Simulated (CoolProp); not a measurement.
Vapour-liquid equilibrium of cyclohexane (1) + m-xylene (2) at 116.95 °C; x and y are mole fractions of (1).

Model: multi-fluid Helmholtz-energy mixture model, Zhou 2014 and Zhou 2012; pair parameters Bell 2016, in CoolProp.

Question: Give the bubble pressure and the first vapour's composition at x = 0.2, 0.275, 0.5. Is there an azeotrope?

Answer: x = 0.2: 0.1061 MPa, y = 0.580; x = 0.275: 0.1239 MPa, y = 0.669; x = 0.5: 0.1721 MPa, y = 0.823. No azeotrope shows between x = 0.05 and 0.95.

The pair parameters rest on a limited set of measurements; away from them the model extrapolates.
